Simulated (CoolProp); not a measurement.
Properties of normal hydrogen along the isotherm -253.55 °C.

The numbers come from the reference Helmholtz-energy equation of state, Leachman 2009 in CoolProp.

```csv
p (MPa),phase,isothermal compressibility (1/MPa),expansivity (1/kK)
0.162,liquid,0.01768,15.51
0.324,liquid,0.01726,15.21
0.486,liquid,0.01687,[?]
0.648,liquid,0.01649,14.65
0.81,liquid,0.01614,14.39
0.972,liquid,[?],14.14
1.13,liquid,0.01549,[?]
1.3,liquid,0.01517,13.67
1.46,liquid,0.01488,13.46
1.62,liquid,0.01460,13.25
1.78,liquid,0.01434,13.06
1.94,liquid,0.01408,12.87
```

**Question.** Some entries are withheld; supply them.

**Answer.** 
- 0.486, expansivity (1/kK): 14.92
- 0.972, isothermal compressibility (1/MPa): 0.01580
- 1.13, expansivity (1/kK): 13.91
